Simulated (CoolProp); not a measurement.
Vapour-liquid equilibrium of R152A (1) + n-butane (2) at 19.45 °C; x and y are mole fractions of (1).

Computed with CoolProp (multi-fluid Helmholtz-energy mixture model, Outcalt 1996 and Bücker 2006; pair parameters Bell 2016).

| x | bubble pressure (bar) | y at the bubble point | dew pressure at overall composition x (bar) | liquid density (mol/L) |
|---|---|---|---|---|
| 0.05 | 2.765 | 0.279 | 2.142 | 10.06 |
| 0.15 | 3.734 | 0.494 | 2.378 | 10.28 |
| 0.25 | 4.297 | 0.584 | 2.668 | 10.51 |
| 0.35 | 4.640 | 0.635 | 3.031 | 10.78 |
| 0.45 | 4.866 | 0.672 | 3.492 | 11.09 |
| 0.55 | 5.029 | 0.704 | 4.075 | 11.44 |
| 0.65 | 5.152 | 0.739 | 4.736 | 11.84 |
| 0.75 | 5.235 | 0.783 | 5.179 | 12.32 |
| 0.85 | 5.257 | 0.843 | 5.254 | 12.86 |
| 0.95 | 5.162 | 0.934 | 5.136 | 13.48 |

y crosses x between x = 0.75 and 0.85: the model has an azeotrope there.

Pair parameters are fitted to limited data, so mixtures are less certain than the pure fluids. With so large a gap from Raoult's law the liquid may split in two, which this calculation doesn't test in full.
